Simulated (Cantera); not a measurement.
Feed: 1 mol CuF2, 0.24 mol HF, 140 mol H2, at 1000 K and 5.60 Pa.

These are equilibrium values from Cantera (NASA tables, ideal gas, pure condensed phases), not measurements of a reactor. Candidate condensed phases: Cu, CuF2; 15 gas species. The numbers say what is thermodynamically allowed, not how fast it happens.

Base state: H2 0.984, HF 0.0159 (mole fractions); condensed: Cu(s).

Q: What changes in the equilibrium state with this change: temperature from 1000 K to 1348.15 K?

A: 
| species | before | after |
|---|---|---|
| H2 | 0.984 | 0.977 |
| HF | 0.0159 | 0.0157 |
| Cu | 2.79e-7 | 0.00703 |
| H | 3.01e-7 | 0.000306 |
| Cu(s), mol | 1.000 | 0 |
